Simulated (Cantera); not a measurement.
Gas mixture: 27.5 % H2, 28.8 % C3H8, 43.8 % C2H4, at 10.0 bar, frozen composition.

Cantera's kinetic-theory transport with the Lennard-Jones parameters of GRI-Mech 3.0, ideal gas; thermal conductivity in the mixture-averaged form.

D: mixture-averaged diffusion coefficient of that species in the mixture.

```tsv
T (K)	ρ (kg/m³)	cp (J/kg/K)	μ (µPa s)	λ (mW/m/K)	Pr	D (cm²/s) OH	D (cm²/s) H	D (cm²/s) CH3
400	7.67	2279	12.6	?	0.445	0.0460	0.165	0.0331
500	6.14	2651	15.3	?	0.485	0.0681	0.246	0.0496
600	5.11	2982	17.9	?	0.514	0.0934	0.340	0.0685
700	4.38	3266	20.2	?	0.535	0.122	0.445	0.0897
800	3.83	3504	22.4	?	0.549	0.153	0.561	0.113
900	3.41	3711	24.5	?	0.560	0.186	0.686	0.138
1000	3.07	3908	26.5	?	0.570	0.223	0.822	0.166
```

Fill in the missing entries.


- 400, λ (mW/m/K): 64.5
- 500, λ (mW/m/K): 83.9
- 600, λ (mW/m/K): 104
- 700, λ (mW/m/K): 123
- 800, λ (mW/m/K): 143
- 900, λ (mW/m/K): 162
- 1000, λ (mW/m/K): 181
